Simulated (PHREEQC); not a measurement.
Consider water at 25 °C with 0.015 mol HBr, 0.24 mol NaCl and 0.018 mol LiOH per kg of water. Closed to the air; pH follows from the charge balance.

Computed with PHREEQC (ion-association model, phreeqc.dat).

This is a speciation only: nothing precipitates in the calculation.

What pH does the model give?

pH 11.31.

Species that the database lacks are ignored.
